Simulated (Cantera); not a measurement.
What does this Cantera script print?

```python
import numpy as np
import cantera as ct

gas = ct.Solution("h2o2.yaml")
gas.TPX = 650, 1000000, {'H2': 1, 'O2': 0.263, 'N2': 0.989, 'H2O': 0.18}
flame = ct.FreeFlame(gas, width=0.008)
flame.set_refine_criteria(ratio=3, slope=0.08, curve=0.16)
flame.transport_model = "mixture-averaged"
flame.solve(loglevel=0, auto=True)
z, T = flame.grid, flame.T
thick = (T[-1] - T[0]) / np.gradient(T, z).max()
show = ['H2', 'O2', 'H2O', 'O', 'OH', 'HO2']
print(f"laminar burning velocity  {flame.velocity[0] * 100:.3f} cm/s")
print(f"burnt temperature         {T[-1]:.1f} K")
print(f"thermal thickness         {thick * 1e3:.4f} mm")
print(f"grid points               {len(z)}")
z0 = z[flame.heat_release_rate.argmax()]
print(f"{'z/mm':>9s}{'T/K':>9s}{'u/(m/s)':>9s}" + "".join(f"{s:>11s}" for s in show))
rows = []
for k in (-3, -2, -1.5, -1, -0.5, -0.25, 0, 0.25, 0.5, 1, 2, 4, 8):
    zz = z0 + k * thick
    rows.append([k * thick, np.interp(zz, z, T), np.interp(zz, z, flame.velocity),
                 *(np.interp(zz, z, flame.X[gas.species_index(s)]) for s in show)])
    print(f"{rows[-1][0] * 1e3:9.3f}{rows[-1][1]:9.1f}{rows[-1][2]:9.3f}" + "".join(f"{x:11.3e}" for x in rows[-1][3:]))
```

Output:

```
laminar burning velocity  739.842 cm/s
burnt temperature         2235.3 K
thermal thickness         0.0241 mm
grid points               109
     z/mm      T/K  u/(m/s)         H2         O2        H2O          O         OH        HO2
   -0.072    650.0    7.398  4.112e-01  1.081e-01  7.402e-02  3.071e-12  1.433e-13  3.768e-09
   -0.048    650.1    7.398  4.110e-01  1.082e-01  7.404e-02  9.459e-11  4.418e-12  4.604e-08
   -0.036    650.4    7.397  4.106e-01  1.082e-01  7.410e-02  1.705e-09  8.055e-11  4.322e-07
   -0.024    654.5    7.417  4.082e-01  1.087e-01  7.453e-02  7.060e-08  4.783e-09  1.198e-05
   -0.012    746.1    8.235  3.879e-01  1.094e-01  8.198e-02  1.233e-05  4.692e-05  8.886e-04
   -0.006   1033.8   11.064  3.502e-01  9.917e-02  1.145e-01  2.000e-04  7.278e-04  1.347e-03
    0.000   1415.8   14.829  2.960e-01  7.150e-02  1.777e-01  9.380e-04  1.694e-03  6.632e-04
    0.006   1691.0   17.558  2.475e-01  3.880e-02  2.418e-01  1.394e-03  3.035e-03  3.017e-04
    0.012   1844.3   19.076  2.196e-01  1.788e-02  2.816e-01  1.147e-03  3.986e-03  1.285e-04
    0.024   1979.4   20.374  2.034e-01  3.706e-03  3.096e-01  6.087e-04  4.434e-03  2.472e-05
    0.048   2075.0   21.243  2.039e-01  4.415e-04  3.185e-01  2.868e-04  3.748e-03  3.221e-06
    0.096   2143.7   21.842  2.079e-01  9.638e-05  3.220e-01  1.151e-04  2.579e-03  8.578e-07
    0.192   2188.4   22.223  2.109e-01  3.108e-05  3.243e-01  3.834e-05  1.558e-03  2.568e-07
```

Model: the H2/O2 subset of GRI-Mech 3.0, which has no nitrogen chemistry, integrated in Cantera. The hydrogen kinetics of GRI-Mech 3.0 are dated; newer H2 mechanisms differ, most at raised pressure. Burning velocities carry a grid error of a few per cent, more on coarse grids.
